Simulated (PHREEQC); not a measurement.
Dissolve 0.003 mol HNO3 and 0.21 mol CuCl2 per kg of water at 25 °C. Closed to the air; pH follows from the charge balance.

Computed with PHREEQC (ion-association model, phreeqc.dat).

Q: The ionic strength comes out as 0.542 mol/kgw. What activity coefficients do CuCl+, Cl-, Cu+2, NO3-, CuCl3- get?

A: CuCl+ 0.64, Cl- 0.64, Cu+2 0.24, NO3- 0.61, CuCl3- 0.64.

This is a speciation only: nothing precipitates in the calculation.
